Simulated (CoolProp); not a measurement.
Vapour-liquid equilibrium of acetone (1) + methanol (2) at 82.75 °C; x and y are mole fractions of (1).

Values from CoolProp's multi-fluid Helmholtz-energy mixture model, Lemmon 2006 and de Reuck 1993; pair parameters Bell 2016.

```json
[
 {"x": "0.05", "bubble pressure (bar)": "2.087", "y at the bubble point": "0.087", "dew pressure at overall composition x (bar)": "2.048", "liquid density (mol/L)": "21.91"},
 {"x": "0.15", "bubble pressure (bar)": "2.227", "y at the bubble point": "0.221", "dew pressure at overall composition x (bar)": "2.154", "liquid density (mol/L)": "20.33"},
 {"x": "0.25", "bubble pressure (bar)": "2.325", "y at the bubble point": "0.325", "dew pressure at overall composition x (bar)": "2.256", "liquid density (mol/L)": "18.94"},
 {"x": "0.35", "bubble pressure (bar)": "2.393", "y at the bubble point": "0.412", "dew pressure at overall composition x (bar)": "2.347", "liquid density (mol/L)": "17.71"},
 {"x": "0.45", "bubble pressure (bar)": "2.438", "y at the bubble point": "0.491", "dew pressure at overall composition x (bar)": "2.417", "liquid density (mol/L)": "16.62"},
 {"x": "0.55", "bubble pressure (bar)": "2.464", "y at the bubble point": "0.569", "dew pressure at overall composition x (bar)": "2.460", "liquid density (mol/L)": "15.64"},
 {"x": "0.65", "bubble pressure (bar)": "2.471", "y at the bubble point": "0.648", "dew pressure at overall composition x (bar)": "2.471", "liquid density (mol/L)": "14.77"},
 {"x": "0.75", "bubble pressure (bar)": "2.460", "y at the bubble point": "0.733", "dew pressure at overall composition x (bar)": "2.455", "liquid density (mol/L)": "13.98"},
 {"x": "0.85", "bubble pressure (bar)": "2.427", "y at the bubble point": "0.828", "dew pressure at overall composition x (bar)": "2.417", "liquid density (mol/L)": "13.27"},
 {"x": "0.95", "bubble pressure (bar)": "2.371", "y at the bubble point": "0.937", "dew pressure at overall composition x (bar)": "2.364", "liquid density (mol/L)": "12.63"}
]
```

y crosses x between x = 0.55 and 0.65: the model has an azeotrope there.

The pair parameters rest on a limited set of measurements; away from them the model extrapolates.
